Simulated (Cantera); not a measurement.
Input: 1 mol B, 0.081 mol H2O, 0.35 mol N2, at 1725 K and 4.20 mbar.

Equilibrium computed with Cantera from the NASA thermochemical tables; the gas is ideal and each condensed phase is pure. Candidate condensed phases: B, BN, B2O3, B3O3H3, H2O; 39 gas species. Mutual solubility and eutectic melting of coexisting phases are not modelled. The tables' values for BH2 are old estimates; treat these amounts as uncertain. The numbers say what is thermodynamically allowed, not how fast it happens.

Base state: H2 0.588, B2O2 0.202, HBO 0.164, B2O3 0.0289, BO 0.0119, HBO2 0.00300, H 0.00220, N2 0.000239 (mole fractions); condensed: B(s) + BN(s).

Task: What changes in the equilibrium state with this change: temperature from 1725 K to 2400 K?

Result: 
```tsv
species	before	after
N2	0.000239	0.659
BO	0.0119	0.125
H2	0.588	0.105
B2O2	0.202	0.00396
B2O3	0.0289	4.83e-6
H	0.00220	0.0794
HBO	0.164	0.0158
BN	<1e-9	0.000183
B	1.56e-7	0.00759
B(s), mol	0.223	0
BN(s), mol	0.700	0
B(l), mol	0	0.913
```
